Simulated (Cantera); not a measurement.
A freely propagating, adiabatic, planar premixed flame of 10.3 % CH4, 0.546 % H2, 25.5 % O2, 63.7 % N2, unburnt at 300 K and 0.415 atm; mixture-averaged transport, grid criteria slope 0.08 and curve 0.16, no radiation.

Detailed kinetics in Cantera: GRI-Mech 3.0 (53 species, 325 reactions). Burning velocities carry a grid error of a few per cent, more on coarse grids.

**Question.** Predict: laminar burning velocity; thermal thickness; peak x(HO2); peak x(HCO); peak x(C2H2).

**Answer.** 
```
Item                         Result
------------------------  ---------
laminar burning velocity  80.7 cm/s
thermal thickness          0.607 mm
peak x(HO2)                0.000241
peak x(HCO)                 9.32e-5
peak x(C2H2)                4.74e-5
```
